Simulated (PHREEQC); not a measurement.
Make-up at 20 °C: 0.46 mol HNO3, 0.0006 mol Fe(NO3)3 and 0.037 mol KH2PO4 per kg of water. It is in equilibrium with CO2 at log p = -3.4 (atm). Otherwise closed; pH follows from the charge balance.

All values are PHREEQC results (ion-association model, wateq4f.dat), not measurements.

```tsv
quantity	before	after
pH	0.49	1.06
ionic strength (mol/kgw)	0.464	1.50
H3PO4 (mol/kgw)	0.0352	0.0308
H2PO4- (mol/kgw)	0.00124	0.00561
Fe+3 (mol/kgw)	6.48e-6	1.50e-6
FeOH+2 (mol/kgw)	3.91e-8	3.23e-8
SI of Strengite (FePO4:2H2O)	-1.56	-0.64
SI of Goethite (FeOOH)	-3.95	-3.08
```

Question: What was changed between the two runs?
(A) diluted 100-fold with water
(B) 0.66 mol/kgw Na2SO4 added
(C) HNO3 from 0.46 to 0.23 mol/kgw
(D) HNO3 from 0.46 to 0.092 mol/kgw
(E) KH2PO4 from 0.037 to 0.074 mol/kgw

Answer: B, 0.66 mol/kgw Na2SO4 added

No solid was allowed to form. The ionic strength passes 0.7 mol/kgw, the rough limit of the ion-association models, in after. H3PO4, which wateq4f.dat lacks, is added to it with the constant of phreeqc.dat.
